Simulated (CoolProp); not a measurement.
Vapour-liquid equilibrium of benzene (1) + ethylbenzene (2) at 433 K; x and y are mole fractions of (1).

Model: multi-fluid Helmholtz-energy mixture model, Thol 2012 and Zhou 2012; pair parameters Bell 2016, in CoolProp.

```csv
x,bubble pressure (MPa),y at the bubble point,dew pressure at overall composition x (MPa),liquid density (mol/L)
0.05,0.2043,0.138,0.1907,7.028
0.125,0.2361,0.306,0.2021,7.172
0.2,0.2692,0.438,0.2149,7.320
0.275,0.3039,0.545,0.2295,7.473
0.35,0.3401,0.633,0.2462,7.629
0.425,0.3778,0.706,0.2655,7.791
0.5,0.4170,0.767,0.2882,7.956
0.575,0.4577,0.819,0.3153,8.127
0.65,0.4997,0.864,0.3482,8.301
0.725,0.5429,0.901,0.3891,8.480
0.8,0.5872,0.934,0.4416,8.663
0.875,0.6322,0.962,0.5120,8.851
0.95,0.6777,0.986,0.6123,9.041
```

No azeotrope shows between x = 0.05 and 0.95.

The pair parameters rest on a limited set of measurements; away from them the model extrapolates.
